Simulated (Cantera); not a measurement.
Al(CH3)3 + NH3 + N2 (aluminium nitride and oxide growth)

Charge: 1 mol Al(CH3)3, 200 mol NH3, 1.8 mol N2, at 0.100 bar.

These are equilibrium values from Cantera (NASA tables, ideal gas, pure condensed phases), not measurements of a reactor. Candidate condensed phases: Al, AlN, C, C6H6, C7H8, C8H18; 97 gas species. The feed counts by its element totals alone. Rates play no part.

```tsv
T (K)	log p H2	log p N2	log p CH4	log p NH3	log p HCN	n AlN(s)	n C(graphite)
623	-1.13	-1.60	-3.13	-4.04	<-13	1.00	0
773	-1.13	-1.60	-3.13	-4.90	-9.89	1.00	0
923	-1.13	-1.60	-3.13	-5.49	-7.46	1.00	0
1073	-1.13	-1.60	-3.59	-5.92	-6.18	1.00	1.96
1223	-1.13	-1.60	-4.13	-6.25	-5.38	1.00	2.68
1373	-1.12	-1.60	-4.55	-6.52	-4.77	1.00	2.81
1523	-1.13	-1.60	-4.89	-6.73	-4.27	1.000	2.72
```
log p: log10 of the partial pressure in bar; n: condensed amount in mol.

From 623 K to 923 K the condensed part is AlN(s). From 1073 K to 1523 K the condensed part is AlN(s) + C(graphite).
